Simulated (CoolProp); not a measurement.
Computed with CoolProp (reference Helmholtz-energy equation of state, Setzmann 1991).

For methane, give the phase and the speed of sound (m/s), Joule-Thomson coefficient (K/MPa), viscosity (µPa s) at 291.1 K and 101 kPa; 334 K and 101 kPa; 377 K and 101 kPa.


- 291.1 K and 101 kPa: gas; speed of sound 444, Joule-Thomson coefficient 4.60, viscosity 11.0
- 334 K and 101 kPa: gas; speed of sound 472, Joule-Thomson coefficient 3.43, viscosity 12.3
- 377 K and 101 kPa: gas; speed of sound 498, Joule-Thomson coefficient 2.59, viscosity 13.6

Viscosity comes from a separate model (Quiñones-Cisneros 2006).
